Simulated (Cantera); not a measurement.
A jet of CH4 : O2 : N2 = 0.023 : 0.06 : 0.79 (molar parts) at 300 K and 24.0 Torr hits a platinum plate 4 cm away at a mass flux of 0.13 kg/m²/s; the plate temperature is set and raised in steps from an oxygen-covered start.

Detailed kinetics in Cantera: Deutschmann's 1995 Pt surface mechanism with GRI-Mech 3.0 gas chemistry. Catalytic surfaces can have several steady states; this one follows from the mechanism file's or the stated starting coverage.

x: mole fraction at the wall; θ: surface coverage.

```
plate T (K)  wall x CH4  wall x O2  wall x H2O  wall x OH  wall x CO  wall x CO2  θ free Pt   θ O*
-----------  ----------  ---------  ----------  ---------  ---------  ----------  ---------  -----
900              0.0207     0.0566      0.0106    2.77e-8    9.95e-6     0.00697      0.297  0.703
950                 [?]        [?]         [?]        [?]        [?]         [?]        [?]    [?]
1000             0.0153     0.0453      0.0205    2.56e-7    1.47e-5      0.0135      0.463  0.536
1050             0.0131     0.0406      0.0245    6.29e-7    1.75e-5      0.0162      0.543  0.456
1100             0.0113     0.0369      0.0277    1.38e-6    2.09e-5      0.0183      0.619  0.381
1150            0.00998     0.0340      0.0302    2.77e-6    2.55e-5      0.0200      0.687  0.313
1200                [?]     0.0319      0.0320        [?]        [?]      0.0212      0.746    [?]
1250            0.00823     0.0304      0.0332    8.87e-6    4.06e-5      0.0221      0.798  0.202
```

Q: What belongs in the gaps?

A: 
- 950, wall x CH4: 0.0179
- 950, wall x O2: 0.0508
- 950, wall x H2O: 0.0157
- 950, wall x OH: 9.19e-8
- 950, wall x CO: 1.23e-5
- 950, wall x CO2: 0.0103
- 950, θ free Pt: 0.380
- 950, θ O*: 0.620
- 1200, wall x CH4: 0.00896
- 1200, wall x OH: 5.13e-6
- 1200, wall x CO: 3.18e-5
- 1200, θ O*: 0.253
